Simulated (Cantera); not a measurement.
Charge: 1 mol SiF4, 33 mol N2O, 0.66 mol NO, at 1898.15 K and 0.290 bar.

Cantera equilibrium calculation (NASA polynomials, part measured and part estimated; ideal gas, pure solids and liquids). Candidate condensed phases: Si, SiO2, Si2N2O, Si3N4; 28 gas species. The tables hold silica as quartz up to 1696 K and as liquid above; real silica turns to tridymite and cristobalite and melts near 1996 K. Equilibrium is a limit: real reactors are often held back by kinetics, nucleation or transport.

Base state: N2 0.648, O2 0.326, SiF4 0.0195, NO 0.00644, O 0.000311, F 3.17e-5 (mole fractions); condensed: SiO2(condensed).

**Question.** What changes in the equilibrium state with this change: 0.46 mol H2 added?

**Answer.** 
| species | before | after |
|---|---|---|
| N2 | 0.648 | 0.642 |
| O2 | 0.326 | 0.318 |
| HF | 0 | 0.0175 |
| SiF4 | 0.0195 | 0.0150 |
| H2O | 0 | 0.000124 |
| OH | 0 | 6.46e-5 |
| F | 3.17e-5 | 2.95e-5 |
| SiO2(condensed), mol | 0.000279 | 0.226 |
Further candidate phases: H2O.

**Question.** What changes in the equilibrium state with this change: pressure from 0.290 bar to 13.3 mbar?

**Answer.** 
```csv
species,before,after
N2,0.648,0.648
O2,0.326,0.325
SiF4,0.0195,0.0195
O,0.000311,0.00145
F,3.17e-5,0.000148
SiF3,9.24e-6,4.30e-5
NO,0.00644,0.00643
"SiO2(condensed), mol",0.000279,0.00109
```
The tables' values for SiF3 are old estimates; treat these amounts as uncertain.
